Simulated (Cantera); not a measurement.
Equilibrium for silicon oxide and oxynitride deposition: SiH₄ + NO + H₂

A closed system holds: 1 mol SiH₄, a varied amount of NO, 4.5 mol H₂, equilibrated at 500 °C and 4300 Pa.

Cantera equilibrium calculation (NASA polynomials, part measured and part estimated; ideal gas, pure solids and liquids). Candidate condensed phases: H₂O, Si, SiO₂, Si₂N₂O, Si₃N₄; 35 gas species. Equilibrium is a limit: real reactors are often held back by kinetics, nucleation or transport.

From 3.5 mol NO to 17 mol NO the condensed part is SiO₂(α-quartz).

```csv
n(NO) (mol),x H₂,x H₂O,x N₂,x O₂,x NH₃,x NO,x NO₂,x OH,n SiO₂(α-quartz)
3.5,0.606,0.182,0.212,<1e-12,3.70e-5,<1e-12,<1e-12,<1e-12,1.00
5.3,0.350,0.361,0.290,<1e-12,1.90e-5,<1e-12,<1e-12,<1e-12,1.00
7.2,0.129,0.515,0.356,<1e-12,4.70e-6,<1e-12,<1e-12,<1e-12,1.00
9.1,<1e-12,0.573,0.401,0.0264,<1e-12,3.14e-7,9.70e-9,1.17e-9,1.00
11,<1e-12,0.491,0.415,0.0943,<1e-12,6.03e-7,3.52e-8,1.48e-9,1.00
13,<1e-12,0.426,0.426,0.148,<1e-12,7.64e-7,5.58e-8,1.55e-9,1.00
15,<1e-12,0.377,0.435,0.188,<1e-12,8.72e-7,7.20e-8,1.54e-9,1.00
17,<1e-12,0.338,0.442,0.221,<1e-12,9.52e-7,8.50e-8,1.52e-9,1.00
```
x: gas mole fraction; n: condensed amount in mol.
